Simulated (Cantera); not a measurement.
A Cantera script and its output.

```python
import numpy as np
import cantera as ct

gas = ct.Solution("gri30.yaml")


def delay(T, t_max=10):
    gas.TPX = T, 480000, {'CH4': 1, 'O2': 1.05, 'N2': 3.96}
    reactor = ct.IdealGasReactor(gas, clone=False)
    net = ct.ReactorNet([reactor])
    net.rtol, net.atol = 1e-8, 1e-16
    while net.time < t_max:
        t_old, T_old = net.time, reactor.T
        net.step()
        if reactor.T > T + 400:  # ignition: a rise of 400 K
            return t_old + (T + 400 - T_old) / (reactor.T - T_old) * (net.time - t_old)
    return np.nan


taus = []
for T in [1200, 1250, 1300, 1350, 1400, 1450, 1500, 1550]:
    taus.append(delay(T))
    print(f"T0 = {T:6g} K   tau = {taus[-1]:.4e} s")
```

It prints:

```
T0 =   1200 K   tau = 1.3947e-02 s
T0 =   1250 K   tau = 7.3339e-03 s
T0 =   1300 K   tau = 3.9697e-03 s
T0 =   1350 K   tau = 2.2046e-03 s
T0 =   1400 K   tau = 1.2524e-03 s
T0 =   1450 K   tau = 7.2623e-04 s
T0 =   1500 K   tau = 4.2961e-04 s
T0 =   1550 K   tau = 2.5945e-04 s
```

Detailed kinetics in Cantera: GRI-Mech 3.0 (53 species, 325 reactions).
